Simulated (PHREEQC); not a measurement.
A solution holds 0.0086 mol FeSO4, 0.0023 mol ZnCl2 and 0.021 mol NaCl per kg of water, at 25 °C. Closed to the air; pH follows from the charge balance.

Computed with PHREEQC (ion-association model, phreeqc.dat).

```
quantity                         before     after
------------------------------  -------  --------
pH                                 5.86      6.11
ionic strength (mol/kgw)         0.0528    0.0115
Fe+2 (mol/kgw)                  0.00688   0.00154
SO4-2 (mol/kgw)                 0.00615   0.00147
Zn+2 (mol/kgw)                  0.00171  0.000397
FeSO4 (mol/kgw)                 0.00161  0.000172
SI of Melanterite (FeSO4:7H2O)    -2.83     -3.80
```

### Question
Name the change that produced these shifts.
(A) FeSO4 from 0.0086 to 0.086 mol/kgw
(B) temperature from 25 to 15 °C
(C) diluted 5-fold with water
(D) NaCl from 0.021 to 0.042 mol/kgw
(E) NaCl left out

### Answer
C, diluted 5-fold with water

This is a speciation only: nothing precipitates in the calculation.
